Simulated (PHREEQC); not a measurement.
# Acid rinse or clean

Solution (25 °C): 0.033 mol HNO3, 0.00034 mol CaCl2 and 0.25 mol MgCl2 per kg of water. Closed to the air; pH follows from the charge balance.

All values are PHREEQC results (ion-association model, phreeqc.dat), not measurements.

This is a speciation only: nothing precipitates in the calculation.

Q: What pH, activity of water, density does the model give?

A: pH 1.61; activity of water 0.986; density 1.017 g/cm³.

Caution: at this ionic strength the ion-association model is outside its range; a Pitzer model would be the better tool where its parameters exist.
